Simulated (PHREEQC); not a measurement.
0.11 g of hydrous ferric oxide (600 m²/g; 0.2 weak and 0.005 strong sites per Fe, Dzombak-Morel constants, diffuse double layer) in 1 kg of water with 0.01 mol/kgw of an inert sodium salt and 0.041 mmol/kgw Na2HAsO4, at 25 °C; the pH is set by adding NaOH or the inert anion's acid. Oxygen alone is held at its pressure in air (log pO2 = -0.68). The system is closed to CO2. Nothing may precipitate in this run.

The series has 17 steps of pH, from 3 to 9.

Model: ion-association model, wateq4f.dat, run in PHREEQC.

Problem. At which pH does the surface charge pass through zero?

Solution. Near pH 7.4.

Species that the database lacks are ignored. The oxide is taken as insoluble; below pH 4 it would dissolve.
